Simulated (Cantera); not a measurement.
A Cantera script and what it prints.

```python
import numpy as np
import cantera as ct

gas_names = [...]  # 118 gases of nasa_gas.yaml made of C, Cl, F, H
cond_names = """
    C(gr) C6H6(L) C7H8(L) C8H18(L),n-octa
""".split()


# ... load() reads the species with a 1 bar reference pressure and builds the phases ...
atoms = {
    'C2F6': {'C': 2, 'F': 6},
    'HCl': {'H': 1, 'CL': 1},
}
top_T = {'C(gr)': 4500}  # K; cautious upper limits of use, not melting points


# ... equilibrate(T, P, feed) seeds the gas with the atoms and calls Mixture.equilibrate('TP', solver="vcs", rtol=1e-11, max_steps=5000) ...
results = []
feed = {'C2F6': 1, 'HCl': 0.8}  # mol
T = 2198.15  # K
P = 2200  # Pa
mix = equilibrate(T, P, feed)
results.append((T, P, feed, dict(zip(mix.species_names, mix.species_moles))))
x = sorted(zip(gas.X, gas.species_names), reverse=True)
print(f"T = {T:g} K  P = {P:g} Pa  gas = {mix.phase_moles(0):.4g} mol")
print("   x: " + "  ".join(f"{s} {v:.3e}" for v, s in x if v > 0.0001))
print("   condensed (mol): " + ("  ".join(f"{mix.phase(i).name} {mix.phase_moles(i):.4g}"
      for i in range(1, mix.n_phases) if mix.phase_moles(i) > 1e-12) or "none"))
```

Output:

```
T = 2198.15 K  P = 2200 Pa  gas = 3.401 mol
   x: CF4 2.685e-01  HF 2.344e-01  CL 2.326e-01  CF2 1.726e-01  F 7.942e-02  CF3 9.490e-03  CF 8.938e-04  HCL 8.066e-04  CL2 5.495e-04  CCLF3 4.220e-04  CLF 3.285e-04
   condensed (mol): C(gr) 0.4629
```

These are equilibrium values from Cantera (NASA tables, ideal gas, pure condensed phases), not measurements of a reactor. The feed counts by its element totals alone. Gases not in the tables: C2F6 and larger saturated fluorocarbons.
